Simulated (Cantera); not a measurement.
A closed system holds: 1 mol Si3N4, 0.15 mol H2O, 0.37 mol N2, equilibrated at 1473 K and 5.18 Torr.

Cantera equilibrium calculation (NASA polynomials, part measured and part estimated; ideal gas, pure solids and liquids). Candidate condensed phases: H2O, Si, SiO2, Si2N2O, Si3N4; 35 gas species. Mutual solubility and eutectic melting of coexisting phases are not modelled. Rates play no part.

Base state: N2 0.737, H2 0.263, H 7.81e-5, SiO 1.13e-5 (mole fractions); condensed: Si2N2O(s) + Si3N4(s).

Task: What changes in the equilibrium state with this change: temperature from 1473 K to 2123 K?

Result: 
| species | before | after |
|---|---|---|
| N2 | 0.737 | 0.860 |
| SiO | 1.13e-5 | 0.0545 |
| H2 | 0.263 | 0.0495 |
| Si | 2.45e-8 | 0.0246 |
| Si2N | <1e-9 | 0.000441 |
| Si2 | <1e-9 | 0.000337 |
| SiN | 2.52e-9 | 0.000375 |
| Si2N2O(s), mol | 0.150 | 0 |
| Si3N4(s), mol | 0.900 | 0 |
| Si(l), mol | 0 | 2.78 |
The tables' values for SiN are old estimates; treat these amounts as uncertain. Gases not in the tables: Si2H6 and higher silanes.
